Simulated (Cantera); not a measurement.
**Transport properties of process gases**

Gas mixture: CH4 : C2H2 = 0.24 : 0.29 (molar parts), at 101000 Pa, frozen composition.

Cantera's kinetic-theory transport with the Lennard-Jones parameters of GRI-Mech 3.0, ideal gas; thermal conductivity in the mixture-averaged form. The composition is frozen, though it would react at the higher temperatures.

```json
[
 {"T (K)": "400", "ρ (kg/m³)": "0.655", "cp (J/kg/K)": "2132", "μ (µPa s)": "14.0", "λ (mW/m/K)": "41.9", "Pr": "0.712", "D (cm²/s) CH4": "0.300", "D (cm²/s) CO2": "0.242", "D (cm²/s) O": "0.477"},
 {"T (K)": "600", "ρ (kg/m³)": "0.437", "cp (J/kg/K)": "2588", "μ (µPa s)": "19.2", "λ (mW/m/K)": "69.8", "Pr": "0.713", "D (cm²/s) CH4": "0.616", "D (cm²/s) CO2": "0.506", "D (cm²/s) O": "0.961"},
 {"T (K)": "800", "ρ (kg/m³)": "0.328", "cp (J/kg/K)": "2961", "μ (µPa s)": "23.7", "λ (mW/m/K)": "98.4", "Pr": "0.712", "D (cm²/s) CH4": "1.01", "D (cm²/s) CO2": "0.838", "D (cm²/s) O": "1.57"},
 {"T (K)": "1000", "ρ (kg/m³)": "0.262", "cp (J/kg/K)": "3277", "μ (µPa s)": "27.7", "λ (mW/m/K)": "127", "Pr": "0.715", "D (cm²/s) CH4": "1.48", "D (cm²/s) CO2": "1.23", "D (cm²/s) O": "2.28"},
 {"T (K)": "1200", "ρ (kg/m³)": "0.218", "cp (J/kg/K)": "3536", "μ (µPa s)": "31.3", "λ (mW/m/K)": "154", "Pr": "0.716", "D (cm²/s) CH4": "2.02", "D (cm²/s) CO2": "1.68", "D (cm²/s) O": "3.09"},
 {"T (K)": "1400", "ρ (kg/m³)": "0.187", "cp (J/kg/K)": "3747", "μ (µPa s)": "34.7", "λ (mW/m/K)": "181", "Pr": "0.717", "D (cm²/s) CH4": "2.61", "D (cm²/s) CO2": "2.18", "D (cm²/s) O": "3.99"},
 {"T (K)": "1600", "ρ (kg/m³)": "0.164", "cp (J/kg/K)": "3919", "μ (µPa s)": "37.9", "λ (mW/m/K)": "207", "Pr": "0.717", "D (cm²/s) CH4": "3.27", "D (cm²/s) CO2": "2.73", "D (cm²/s) O": "4.98"}
]
```
D: mixture-averaged diffusion coefficient of that species in the mixture.
